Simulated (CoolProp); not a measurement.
Water at 418.58 K and 0.337 MPa is throttled through a valve to 0.0688 MPa with no heat exchange. Each further row changes one setting.

Computed with CoolProp (reference Helmholtz-energy equation of state, Wagner 2002).

```
case                        temperature change (K)  final density (kg/m³)
--------------------------  ----------------------  ---------------------
as stated                                    -11.1             (withheld)
outlet pressure 0.0206 MPa              (withheld)             (withheld)
outlet pressure 0.0894 MPa                   -10.2                  0.479
```

Question: Fill in the missing entries.

Answer: 
- as stated, final density (kg/m³): 0.368
- outlet pressure 0.0206 MPa, temperature change (K): -13.2
- outlet pressure 0.0206 MPa, final density (kg/m³): 0.110
